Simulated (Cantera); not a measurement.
Input: 1 mol CaO, 1.2 mol Cl2, 0.55 mol O2, equilibrated at 352 °C and 1.00 bar.

Method: chemical equilibrium by Gibbs-energy minimisation in Cantera with the NASA 1993 tables (ideal gas, pure condensed phases). Candidate condensed phases: Ca, CaCl2, CaO; 11 gas species. Condensed phases not in the tables: oxide chlorides. Rates play no part.

### Question
What is the equilibrium state?

### Answer
```
Quantity                              Value
--------------------------------  ---------
x(O2)                                 0.840
x(Cl2)                                0.160
n(CaCl2(s))                        1.00 mol
gas amount                        1.250 mol
log10 activity of Ca(s) (absent)     -57.45
```
